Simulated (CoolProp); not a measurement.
A simple Rankine cycle with isobutene: condensing at 331.15 K, boiler at 1.89 MPa, turbine inlet 389.7 K, turbine efficiency 0.8, pump efficiency 0.8, no recuperator. Each further row changes one setting.

Computed with CoolProp (reference Helmholtz-energy equation of state, Lemmon 2005). It is a short technical equation, of lower accuracy than the large ones.

```
case                             thermal efficiency (%)  net work (kJ/kg)  heat in (kJ/kg)  turbine exit temperature (K)  volume ratio over the turbine
-------------------------------  ----------------------  ----------------  ---------------  ----------------------------  -----------------------------
as stated                                           7.7              30.7              399                         356.5                           2.75
turbine inlet 409.7 K                               7.6              34.2              448                         378.6                           2.67
condensing temperature 323.15 K                     9.0              37.7              420                         350.6                           3.36
boiler pressure 1.32 MPa                            5.0              21.0              420                         371.3                           1.81
turbine efficiency 0.7                              6.6              26.6              399                         358.6                           2.77
```
